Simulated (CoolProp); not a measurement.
Vapour-liquid equilibrium of diethyl ether (1) + ethanol (2) at 404 kPa; x and y are mole fractions of (1).

The numbers come from the multi-fluid Helmholtz-energy mixture model, Thol 2014 and Schroeder 2014; pair parameters Bell 2016 in CoolProp.

**Question.** Give the bubble temperature and the first vapour's composition at x = 0.2, 0.5, 0.95. Is there an azeotrope?

**Answer.** x = 0.2: 101.4 °C, y = 0.503; x = 0.5: 89.3 °C, y = 0.755; x = 0.95: 80.9 °C, y = 0.967. No azeotrope shows between x = 0.05 and 0.95.

The pair parameters rest on a limited set of measurements; away from them the model extrapolates.
